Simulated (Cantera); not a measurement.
A closed system holds: 1 mol CuO, 0.55 mol F2, held at 1600 °C and 3.20 mbar.

Cantera equilibrium calculation (NASA polynomials, part measured and part estimated; ideal gas, pure solids and liquids). Candidate condensed phases: Cu, CuF2, CuO, Cu2O; 13 gas species. Rates play no part.

Base state: CuF 0.605, O2 0.323, CuF2 0.0415, F 0.0258, Cu 0.00245, O 0.00238 (mole fractions); condensed: gas only.

### Question
What changes in the equilibrium state with this change: temperature from 1600 °C to 1300 °C?

### Answer
```
species   before     after
-------  -------  --------
CuF        0.605     0.599
O2         0.323     0.333
CuF2      0.0415    0.0664
F         0.0258  0.000668
O        0.00238  0.000107
Cu       0.00245  0.000444
```
